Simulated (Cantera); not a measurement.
What does this Cantera script print?

```python
import numpy as np
import cantera as ct

gas_names = """
    Br Br2 H HBr HO2 H2 H2O H2O2 Mg MgBr MgBr2 MgH MgO MgOH MgO2H2 Mg2 O OH O2 O3
""".split()
cond_names = """
    Br2(cr) Br2(L) H2O(s) H2O(L) Mg(cr) Mg(L) MgBr2(s) MgBr2(L) MgO(s) MgO(L) MgO2H2(s)
""".split()


# ... load() reads the species with a 1 bar reference pressure and builds the phases ...
atoms = {
    'MgO': {'Mg': 1, 'O': 1},
    'HBr': {'H': 1, 'Br': 1},
    'O2': {'O': 2},
}
top_T = {}  # K; cautious upper limits of use, not melting points


# ... equilibrate(T, P, feed) seeds the gas with the atoms and calls Mixture.equilibrate('TP', solver="vcs", rtol=1e-11, max_steps=5000) ...
results = []
feed = {'MgO': 1, 'HBr': 27, 'O2': 0.37}  # mol
P = 2.9  # Pa
for T in [1398, 1423, 1448, 1473, 1498, 1523, 1548, 1573, 1598, 1623, 1648]:
    mix = equilibrate(T, P, feed)
    results.append((T, P, feed, dict(zip(mix.species_names, mix.species_moles))))
    x = sorted(zip(gas.X, gas.species_names), reverse=True)
    print(f"T = {T:g} K  P = {P:g} Pa  gas = {mix.phase_moles(0):.4g} mol")
    print("   x: " + "  ".join(f"{s} {v:.3e}" for v, s in x if v > 1e-05))
    print("   condensed (mol): " + ("  ".join(f"{mix.phase(i).name} {mix.phase_moles(i):.4g}"
          for i in range(1, mix.n_phases) if mix.phase_moles(i) > 1e-12) or "none"))
```

Result:

```
T = 1398 K  P = 2.9 Pa  gas = 30.75 mol
   x: HBr 5.695e-01  Br 2.435e-01  H2 9.759e-02  H2O 5.659e-02  MgBr2 3.248e-02  H 2.745e-04  Br2 6.148e-05  MgBr 3.802e-05
   condensed (mol): none
T = 1423 K  P = 2.9 Pa  gas = 31.21 mol
   x: HBr 5.318e-01  Br 2.693e-01  H2 1.107e-01  H2O 5.575e-02  MgBr2 3.198e-02  H 4.105e-04  MgBr 5.978e-05  Br2 5.569e-05
   condensed (mol): none
T = 1448 K  P = 2.9 Pa  gas = 31.69 mol
   x: HBr 4.934e-01  Br 2.954e-01  H2 1.241e-01  H2O 5.490e-02  MgBr2 3.145e-02  H 6.029e-04  MgBr 9.279e-05  Br2 5.018e-05
   condensed (mol): none
T = 1473 K  P = 2.9 Pa  gas = 32.19 mol
   x: HBr 4.550e-01  Br 3.216e-01  H2 1.374e-01  H2O 5.404e-02  MgBr2 3.091e-02  H 8.707e-04  MgBr 1.423e-04  Br2 4.494e-05  Mg 1.151e-05
   condensed (mol): none
T = 1498 K  P = 2.9 Pa  gas = 32.71 mol
   x: HBr 4.171e-01  Br 3.475e-01  H2 1.504e-01  H2O 5.319e-02  MgBr2 3.033e-02  H 1.238e-03  MgBr 2.159e-04  Br2 4.001e-05  Mg 2.432e-05  OH 1.241e-05
   condensed (mol): none
T = 1523 K  P = 2.9 Pa  gas = 33.23 mol
   x: HBr 3.801e-01  Br 3.727e-01  H2 1.630e-01  H2O 5.235e-02  MgBr2 2.972e-02  H 1.733e-03  MgBr 3.238e-04  Mg 5.051e-05  Br2 3.540e-05  OH 1.715e-05
   condensed (mol): none
T = 1548 K  P = 2.9 Pa  gas = 33.75 mol
   x: Br 3.968e-01  HBr 3.445e-01  H2 1.750e-01  H2O 5.153e-02  MgBr2 2.905e-02  H 2.392e-03  MgBr 4.800e-04  Mg 1.031e-04  Br2 3.113e-05  OH 2.353e-05
   condensed (mol): none
T = 1573 K  P = 2.9 Pa  gas = 34.27 mol
   x: Br 4.198e-01  HBr 3.108e-01  H2 1.862e-01  H2O 5.074e-02  MgBr2 2.827e-02  H 3.258e-03  MgBr 7.025e-04  Mg 2.067e-04  OH 3.206e-05  Br2 2.724e-05
   condensed (mol): none
T = 1598 K  P = 2.9 Pa  gas = 34.79 mol
   x: Br 4.414e-01  HBr 2.790e-01  H2 1.964e-01  H2O 4.997e-02  MgBr2 2.733e-02  H 4.380e-03  MgBr 1.013e-03  Mg 4.058e-04  OH 4.339e-05  Br2 2.372e-05
   condensed (mol): none
T = 1623 K  P = 2.9 Pa  gas = 35.3 mol
   x: Br 4.616e-01  HBr 2.495e-01  H2 2.055e-01  H2O 4.923e-02  MgBr2 2.612e-02  H 5.818e-03  MgBr 1.431e-03  Mg 7.770e-04  OH 5.836e-05  Br2 2.058e-05
   condensed (mol): none
T = 1648 K  P = 2.9 Pa  gas = 35.83 mol
   x: Br 4.803e-01  HBr 2.223e-01  H2 2.133e-01  H2O 4.848e-02  MgBr2 2.450e-02  H 7.637e-03  MgBr 1.969e-03  Mg 1.440e-03  OH 7.800e-05  Br2 1.779e-05
   condensed (mol): none
```

Cantera equilibrium calculation (NASA polynomials, part measured and part estimated; ideal gas, pure solids and liquids).
